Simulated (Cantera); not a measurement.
Cantera run:

```python
import numpy as np
import cantera as ct

gas_names = """
    H2 CS2 CH4 C2H6
""".split()
cond_names = """
    NiS(b) NiS(a) NiS(L) NiS2(s) NiS2(L) Ni(cr) Ni(L)
""".split()


# ... load() reads the species with a 1 bar reference pressure and builds the phases ...
species = {s.name: s for s in load("nasa_gas.yaml", gas_names) + load("nasa_condensed.yaml", cond_names)}
# Each term lists the table entries of one substance; the one whose range holds T is used.
reactions = {
    '2 H2(g) + 2 NiS + CS2(g) = 2 NiS2 + CH4(g)':
        [(-2, ['H2']), (-2, ['NiS(b)', 'NiS(a)', 'NiS(L)']), (-1, ['CS2']), (2, ['NiS2(s)', 'NiS2(L)']), (1, ['CH4'])],
    '2 Ni + CS2(g) + 3 CH4(g) = 2 C2H6(g) + 2 NiS':
        [(-2, ['Ni(cr)', 'Ni(L)']), (-1, ['CS2']), (-3, ['CH4']), (2, ['C2H6']), (2, ['NiS(b)', 'NiS(a)', 'NiS(L)'])],
}


def pick(names, T):
    return next(species[n] for n in names if species[n].thermo.min_temp <= T <= species[n].thermo.max_temp)


results = []
for label, terms in reactions.items():
    print(label)
    print("     T/K   dH/kJ  dS/(J/K)   dG/kJ   log10 K")
    for T in [1050, 1250, 1450, 1650, 1850, 2050, 2250, 2450, 2650]:
        used = [(nu, pick(names, T)) for nu, names in terms]
        dH = sum(nu * s.thermo.h(T) for nu, s in used) / 1e6
        dS = sum(nu * s.thermo.s(T) for nu, s in used) / 1e3
        dG = dH - T * dS / 1e3
        logK = -dG * 1e6 / (ct.gas_constant * T * np.log(10))
        results.append((label, T, dH, dS, dG, logK, [s.name for _, s in used]))
        print(f"{T:8g} {dH:8.1f} {dS:8.1f} {dG:8.1f} {logK:8.2f}")
```

Output:

```
2 H2(g) + 2 NiS + CS2(g) = 2 NiS2 + CH4(g)
     T/K   dH/kJ  dS/(J/K)   dG/kJ   log10 K
    1050   -300.6   -313.6     28.7    -1.43
    1250   -361.0   -361.9     91.4    -3.82
    1450   -231.3   -260.5    146.5    -5.28
    1650   -232.7   -261.5    198.7    -6.29
    1850   -233.6   -262.0    251.1    -7.09
    2050   -234.1   -262.2    303.5    -7.73
    2250   -234.3   -262.3    355.9    -8.26
    2450   -234.3   -262.3    408.4    -8.71
    2650   -234.1   -262.2    460.9    -9.08
2 Ni + CS2(g) + 3 CH4(g) = 2 C2H6(g) + 2 NiS
     T/K   dH/kJ  dS/(J/K)   dG/kJ   log10 K
    1050   -214.0   -260.5     59.6    -2.96
    1250   -147.4   -206.8    111.1    -4.64
    1450   -138.5   -200.2    151.7    -5.47
    1650   -130.8   -195.2    191.3    -6.05
    1850   -158.8   -211.4    232.3    -6.56
    2050   -153.0   -208.5    274.3    -6.99
    2250   -147.9   -206.1    315.8    -7.33
    2450   -143.2   -204.1    356.8    -7.61
    2650   -139.1   -202.5    397.4    -7.83
```

Cantera with NASA thermochemical tables; ideal gases at 1 bar, condensed phases pure. Condensed species are held in their standard states even where they would react or evaporate.
